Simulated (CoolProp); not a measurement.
Toluene along the isobar 17300 kPa: density (kg/m³) from the reference equation and from simpler models built on Tc = 591.7 K, pc = 4126 kPa, ω = 0.266; each cubic takes its own stable root.

The numbers come from the reference Helmholtz-energy equation of state, Lemmon 2006 in CoolProp. It is a short technical equation, of lower accuracy than the large ones.

| T (K) | phase | reference |
|---|---|---|
| 482.2 | liquid | 708.7 |
| 499.4 | liquid | 691.4 |
| 516.6 | liquid | 673.7 |
| 533.8 | liquid | 655.4 |
| 551.1 | liquid | 636.4 |
| 568.3 | liquid | 616.9 |
| 585.5 | liquid | 596.8 |
| 602.8 | supercritical | 576.0 |
| 620 | supercritical | 554.6 |

Problem. How far does each simpler model (van der Waals, Redlich-Kwong, Soave-Redlich-Kwong, Peng-Robinson) lie from the reference over these 9 states: mean and median of the absolute difference, and the worst?

Solution. 
- van der Waals: mean 31.6 %, median 31.9 %, worst -34.8 % at 482.2 K and 17300 kPa
- Redlich-Kwong: mean 10.7 %, median 10.9 %, worst -11.1 % at 482.2 K and 17300 kPa
- Soave-Redlich-Kwong: mean 9.9 %, median 9.7 %, worst -11.2 % at 620 K and 17300 kPa
- Peng-Robinson: mean 1.3 %, median 1.5 %, worst +2.3 % at 482.2 K and 17300 kPa
